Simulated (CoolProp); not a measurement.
The numbers come from the reference Helmholtz-energy equation of state, Penoncello 2003 in CoolProp.

Question: Give the vapour pressure (MPa), vapour density (kg/m³), enthalpy of vaporisation (kJ/kg), liquid cp (kJ/(kg K)) of saturated CHF3 (R23) at -115.75 °C.

Answer: 
```csv
T (°C),p (MPa),vapour density (kg/m³),enthalpy of vaporisation (kJ/kg),liquid cp (kJ/(kg K))
-115.75,0.00877,0.473,265,1.20
```
